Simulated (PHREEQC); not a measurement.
Consider water at 79 °C with 0.14 mol HF, 0.024 mol H2SiF6, 0.0035 mol H3BO3 and 0.0017 mol HNO3 per kg of water. Closed to the air; pH follows from the charge balance.

The numbers come from PHREEQC with the ion-association model, phreeqc.dat.

This is a speciation only: nothing precipitates in the calculation.

Question: Estimate the pH.

Answer: pH 1.35.

Question: In which forms is F present?

Answer: SiF6-2 51 %, HF 44 %, BF4- 4.9 % of the F.

Away from 25 °C the constants follow the database's enthalpies or fits; those with neither stay at their 25 °C values. SiF6-2 is the database's only silicon fluoride. Real BF4- forms and hydrolyses slowly; the run takes it at equilibrium.
